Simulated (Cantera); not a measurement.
An adiabatic, constant-volume homogeneous reactor starts with CO : H₂ : O₂ : N₂ = 1 : 0.32 : 2 : 7.52 (molar parts), equivalence ratio 0.33, at 1648 K and 9.87 atm.

Model: GRI-Mech 3.0 (53 species, 325 reactions), integrated in Cantera. The hydrogen kinetics of GRI-Mech 3.0 are dated; newer H2 mechanisms differ, most at raised pressure.

One state of this run: T (K) = 2615; P (bar) = 15.0; x CO = 0.00459; x H₂ = 0.000216; x O₂ = 0.121; x CO₂ = 0.0932; x NO₂ = 4.73e-5; x H₂O = 0.0286. x: mole fraction; the columns are a selection and need not sum to one.

Which value of t (s) does it belong to?
(A) 8.37e-5
(B) 0.0652
(C) 2.76e-5
(D) 3.00e-6

B, 0.0652
